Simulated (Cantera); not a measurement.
A counterflow diffusion flame at 0.987 atm, nozzles 20 mm apart: fuel side 100 % H2 at 600 K, oxidiser side 27.0 % O2, 73.0 % N2 at 500 K, fuel mass flux 0.2 times the oxidiser's; mixture-averaged transport, no radiation.

Cantera simulation using the H2/O2 subset of GRI-Mech 3.0, which has no nitrogen chemistry; the numbers are that mechanism's predictions, not measurements. The maximum strain rate includes the flame's own expansion and is several times the mean.

x: mole fraction; the columns are a selection and need not sum to one.

| oxidiser flux (kg/m²/s) | max strain (1/s) | mean strain (1/s) | T max (K) | peak x OH | peak x H | peak x H2O | peak x HO2 |
|---|---|---|---|---|---|---|---|
| 0.6 | 863 | 191 | 2711 | 0.0335 | 0.0246 | 0.320 | 4.82e-5 |
| 0.76 | 1080 | 242 | 2690 | 0.0334 | 0.0255 | 0.318 | 5.76e-5 |
| 0.97 | 1360 | 309 | 2668 | 0.0336 | 0.0268 | 0.316 | 6.77e-5 |
| 1.2 | 1680 | 383 | 2641 | 0.0336 | 0.0281 | 0.315 | 7.73e-5 |
| 1.6 | 2230 | 510 | 2601 | 0.0335 | 0.0303 | 0.312 | 9.11e-5 |
| 2 | ___ | 638 | 2565 | 0.0334 | 0.0322 | 0.310 | ___ |
| 2.5 | 3460 | 797 | 2523 | 0.0332 | 0.0341 | 0.308 | 0.000116 |
| 3.2 | 4410 | 1020 | 2478 | 0.0330 | 0.0368 | 0.306 | 0.000131 |
| 4.1 | ___ | 1310 | 2428 | 0.0326 | 0.0396 | 0.303 | ___ |
| 5.2 | 7070 | 1660 | 2376 | 0.0320 | 0.0425 | 0.301 | 0.000164 |

Question: Some entries are withheld; supply them.

Answer: 
- 2, max strain (1/s): 2780
- 2, peak x HO2: 0.000103
- 4.1, max strain (1/s): 5600
- 4.1, peak x HO2: 0.000147
